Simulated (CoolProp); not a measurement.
A Linde-Hampson liquefier for CF4 (R14): isothermal reversible compression at 250 K from 1 atm to 40 MPa, throttling to 1 atm, return gas leaving the recuperator 0 K below the feed. Each further row changes one setting.

Model: reference Helmholtz-energy equation of state, Platzer 1990, in CoolProp. This equation is an older, rougher fit; its heat capacities, sound speeds and derivatives of the liquid may be far off and weren't checked against measurements.

```tsv
case	liquid yield per pass	compression work (kJ/kg of gas)
as stated	(withheld)	116
warm-end temperature 280 K	(withheld)	(withheld)
warm-end gap 5 K	0.418	116
```

Question: What belongs in the gaps?

Answer: 
- as stated, liquid yield per pass: 0.427
- warm-end temperature 280 K, liquid yield per pass: 0.342
- warm-end temperature 280 K, compression work (kJ/kg of gas): 140
